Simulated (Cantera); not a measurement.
A closed system holds: 1 mol Si3N4, 0.96 mol H2O, 9.6 mol H2.

Equilibrium computed with Cantera from the NASA thermochemical tables; the gas is ideal and each condensed phase is pure. Candidate condensed phases: H2O, Si, SiO2, Si2N2O, Si3N4; 35 gas species. Mutual solubility and eutectic melting of coexisting phases are not modelled. The numbers say what is thermodynamically allowed, not how fast it happens.

Q: What condenses at these points (T in K, P in Pa): (2100, 1000000); (1650, 22); (1800, 1000000); (1800, 4600); (1950, 68000); (900, 1000000); (1350, 320); (1950, 0.10)?

A: 
| T (K) | P in Pa | condensed phases | Si condensed (%) |
|---|---|---|---|
| 2100 | 1000000 | Si + Si2N2O + Si3N4 | 99.2 |
| 1650 | 22 | Si | 67.4 |
| 1800 | 1000000 | Si2N2O + Si3N4 | 100.0 |
| 1800 | 4600 | Si + Si2N2O | 94.6 |
| 1950 | 68000 | Si + Si2N2O | 97.8 |
| 900 | 1000000 | Si2N2O + Si3N4 | 100.0 |
| 1350 | 320 | Si2N2O + Si3N4 | 100.0 |
| 1950 | 0.10 | gas only | 0.0 |
